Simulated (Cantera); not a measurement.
Charge: 1 mol Si(CH3)4, 0.3 mol C3H8, 5.1 mol H2, held at 1.33 mbar.

Cantera equilibrium calculation (NASA polynomials, part measured and part estimated; ideal gas, pure solids and liquids). Candidate condensed phases: C, C6H6, C7H8, C8H18, Si, SiC; 87 gas species. Gases not in the tables: Si2H6 and higher silanes. Rates play no part.

x: gas mole fraction; n: condensed amount in mol.

```csv
T (K),x H2,x H,x Si,x SiC2,x C2H2 (acetylene),n C(graphite),n SiC(s)
1598,0.999,0.00146,7.32e-7,2.81e-9,?,3.90,1.000
1673,0.997,0.00311,4.19e-6,2.74e-8,?,3.90,1.000
1748,0.994,0.00624,2.06e-5,2.19e-7,?,3.90,1.000
1823,0.988,0.0118,8.86e-5,1.47e-6,?,3.90,0.999
1898,0.978,0.0212,0.000339,8.50e-6,?,3.90,0.995
1973,0.962,0.0362,0.00117,4.27e-5,?,3.90,0.984
2048,0.936,0.0593,0.00370,0.000190,?,3.92,0.946
2123,0.893,0.0929,0.0107,0.000761,?,4.00,0.834
2198,0.825,0.139,0.0289,0.00276,?,4.23,0.512
2273,0.735,0.197,0.0543,0.00682,?,4.57,0
2348,0.658,0.274,0.0528,0.00856,?,4.50,0
2423,0.568,0.366,0.0494,0.0102,?,4.40,0
2498,0.469,0.468,0.0450,0.0116,0.00503,4.28,0
2573,0.368,0.571,0.0402,0.0128,0.00537,4.12,0
```

Question: Fill in the missing entries.

Answer: 
- 1598, x C2H2 (acetylene): 2.69e-5
- 1673, x C2H2 (acetylene): 5.68e-5
- 1748, x C2H2 (acetylene): 0.000112
- 1823, x C2H2 (acetylene): 0.000209
- 1898, x C2H2 (acetylene): 0.000368
- 1973, x C2H2 (acetylene): 0.000616
- 2048, x C2H2 (acetylene): 0.000981
- 2123, x C2H2 (acetylene): 0.00148
- 2198, x C2H2 (acetylene): 0.00209
- 2273, x C2H2 (acetylene): 0.00277
- 2348, x C2H2 (acetylene): 0.00360
- 2423, x C2H2 (acetylene): 0.00440
